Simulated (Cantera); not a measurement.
## Diamond growth

A diamond (100) surface in a fixed gas of H2 with x(CH4) = 0.013, x(H) = 0.00029, x(CH3) = 4.2e-05, at 925 K; coverages are run to steady state.

Model: the Harris–Goodwin 1993 mechanism for the reconstructed diamond (100) surface, integrated in Cantera.

```
P (Pa)  growth (µm/h)  θ c6HH  θ c6H*  θ c6*H   θ c6**  θ c6HM
------  -------------  ------  ------  ------  -------  ------
590            0.0452   0.626  0.0112   0.289  0.00430  0.0546
1000           0.0915   0.617  0.0111   0.285  0.00424  0.0653
1800            0.188   0.609  0.0109   0.281  0.00418  0.0748
3100            0.350   0.604  0.0108   0.278  0.00415  0.0809
5400            0.641   0.600  0.0108   0.277  0.00412  0.0851
9400             1.15   0.598  0.0107   0.276  0.00411  0.0876
16000            1.99   0.597  0.0107   0.275  0.00410  0.0891
28000            3.51   0.596  0.0107   0.275  0.00409  0.0900
```
θ: site fractions in the mechanism's names (c6HH fully hydrogenated, c6H* and c6*H radical sites, c6** diradical, c6HM methylated).
